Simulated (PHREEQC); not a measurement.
Dissolve 0.28 mol/kgw Cu(NO3)2 and 0.3 mol/kgw KCl at 20 °C. Closed to the air; pH follows from the charge balance.

Equilibrium calculation in PHREEQC: ion-association model, phreeqc.dat.

This is a speciation only: nothing precipitates in the calculation.

**Question.** Order these Cu species by the share of Cu that they hold, largest first: Cu+2, CuCl+, CuCl2.

**Answer.** Cu+2 (89 %), CuCl+ (10 %), CuCl2 (0.40 %)

**Question.** Order these Cl species by the share of Cl that they hold, largest first: CuCl2, Cl-, CuCl+.

**Answer.** Cl- (90 %), CuCl+ (9.7 %), CuCl2 (0.75 %)

The pH is 4.19 and the ionic strength 1.08 mol/kgw. Ionic strength above about 0.7 mol/kgw puts this run outside the model's range. Species that the database lacks are ignored.
